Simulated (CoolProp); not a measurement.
The numbers come from the reference Helmholtz-energy equation of state, Lemmon 2006 in CoolProp. It is a short technical equation, of lower accuracy than the large ones.

### Question
For isopentane, give the phase and the cv (kJ/(kg K)), speed of sound (m/s), expansivity (1/kK) at 500 K and 4.43 MPa.

### Answer
- 500 K and 4.43 MPa: supercritical; cv 2.58, speed of sound 149, expansivity 13.6
